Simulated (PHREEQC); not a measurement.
Make-up at 25 °C: 0.64 mol/kgw MgCl2, 0.11 mol/kgw K2SO4 and 1.3 mol/kgw NaCl. Closed to the air; pH follows from the charge balance.

The numbers come from PHREEQC with the Pitzer model, pitzer.dat.

```json
[
 {"quantity": "HSO4- (mol/kgw)", "before": "2.52e-7", "after": "1.15e-7"},
 {"quantity": "SI of Sylvite (KCl)", "before": "-1.55", "after": "-2.18"},
 {"quantity": "SI of Epsomite (MgSO4:7H2O)", "before": "-1.59", "after": "-2.00"}
]
```

**Question.** Which change was made?
A) diluted 2-fold with water
B) NaCl left out
C) 0.065 mol/kgw HCl added
D) MgCl2 from 0.64 to 1.28 mol/kgw
E) NaCl from 1.3 to 2.6 mol/kgw

**Answer.** A, diluted 2-fold with water

This is a speciation only: nothing precipitates in the calculation.
